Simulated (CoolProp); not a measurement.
A single-stage vapour-compression cycle with CH2F2 (R32): evaporating at 206.15 K (dew point), condensing at 239.15 K (bubble point), superheat 10 K, subcooling 8 K, compressor efficiency 0.75, no pressure losses. Each further row changes one setting.

Model: reference Helmholtz-energy equation of state, Tillner-Roth 1997, in CoolProp.

```json
[
 {"case": "as stated", "cooling COP": "4.05", "pressure ratio": "5.33", "discharge temperature (K)": "331.1", "refrigerating effect (kJ/kg)": "366", "volumetric capacity (kJ/m³)": "468"},
 {"case": "evaporating temperature 211.15 K", "cooling COP": "5.01", "pressure ratio": "3.98", "discharge temperature (K)": "315.6", "refrigerating effect (kJ/kg)": "369", "volumetric capacity (kJ/m³)": "621"},
 {"case": "condensing temperature 234.15 K", "cooling COP": "4.87", "pressure ratio": "4.28", "discharge temperature (K)": "315.0", "refrigerating effect (kJ/kg)": "374", "volumetric capacity (kJ/m³)": "479"},
 {"case": "subcooling 13 K", "cooling COP": "4.14", "pressure ratio": "5.33", "discharge temperature (K)": "331.1", "refrigerating effect (kJ/kg)": "374", "volumetric capacity (kJ/m³)": "479"},
 {"case": "superheat 20 K", "cooling COP": "3.95", "pressure ratio": "5.33", "discharge temperature (K)": "344.3", "refrigerating effect (kJ/kg)": "374", "volumetric capacity (kJ/m³)": "455"},
 {"case": "compressor efficiency 0.65", "cooling COP": "3.51", "pressure ratio": "5.33", "discharge temperature (K)": "346.3", "refrigerating effect (kJ/kg)": "366", "volumetric capacity (kJ/m³)": "468"}
]
```
